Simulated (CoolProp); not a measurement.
Properties of benzene along the isobar 229 bar.

The numbers come from the reference Helmholtz-energy equation of state, Thol 2012 in CoolProp.

| T (K) | phase | cp (kJ/(kg K)) | viscosity (µPa s) |
|---|---|---|---|
| 433.8 | liquid | 2.105 | 206 |
| 460.4 | liquid | 2.184 | 173 |
| 487 | liquid | 2.263 | 147 |
| 513.6 | liquid | 2.341 | 126 |
| 540.2 | liquid | 2.419 | 109 |
| 566.8 | supercritical | 2.495 | 95.0 |
| 593.4 | supercritical | 2.568 | 83.3 |
| 620 | supercritical | 2.637 | 73.7 |

Viscosity comes from a separate model (Avgeri 2014).
